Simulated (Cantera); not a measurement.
Tantalum, niobium, vanadium and zirconium in process gases: Ta + O2 + N2 + CO2

Charge: 1 mol Ta, 4.3 mol O2, 4.6 mol N2, 0.0004 mol CO2, equilibrated at 13300 Pa.

Method: chemical equilibrium by Gibbs-energy minimisation in Cantera with the NASA 1993 tables (ideal gas, pure condensed phases). Candidate condensed phases: C, Ta, TaC, Ta2O5; 27 gas species. The numbers say what is thermodynamically allowed, not how fast it happens.

```tsv
T (K)	log p N2	log p O2	log p NO	log p O	log p CO2	log p TaO2	n Ta2O5(s)	n Ta2O5(l)
1800	-1.10	-1.28	-3.18	-4.55	-5.16	-11.06	0.500	0
1850	-1.10	-1.28	-3.11	-4.35	-5.16	-10.45	0.500	0
1900	-1.10	-1.28	-3.04	-4.16	-5.16	-9.87	0.500	0
1950	-1.10	-1.28	-2.98	-3.99	-5.16	-9.32	0.500	0
2000	-1.10	-1.28	-2.92	-3.81	-5.16	-8.80	0.500	0
2050	-1.10	-1.28	-2.86	-3.65	-5.16	-8.30	0.500	0
2100	-1.10	-1.28	-2.80	-3.50	-5.16	-7.86	0	0.500
2150	-1.10	-1.28	-2.75	-3.35	-5.17	-7.45	0	0.500
2200	-1.10	-1.29	-2.70	-3.21	-5.17	-7.06	0	0.500
2250	-1.10	-1.29	-2.66	-3.08	-5.17	-6.69	0	0.500
2300	-1.10	-1.29	-2.61	-2.95	-5.18	-6.33	0	0.500
2350	-1.11	-1.29	-2.57	-2.83	-5.19	-5.99	0	0.500
2400	-1.11	-1.30	-2.53	-2.71	-5.20	-5.67	0	0.500
2450	-1.11	-1.30	-2.49	-2.60	-5.21	-5.36	0	0.500
```
log p: log10 of the partial pressure in bar; n: condensed amount in mol.

From 1800 K to 2050 K the condensed part is Ta2O5(s). From 2100 K to 2450 K the condensed part is Ta2O5(l).
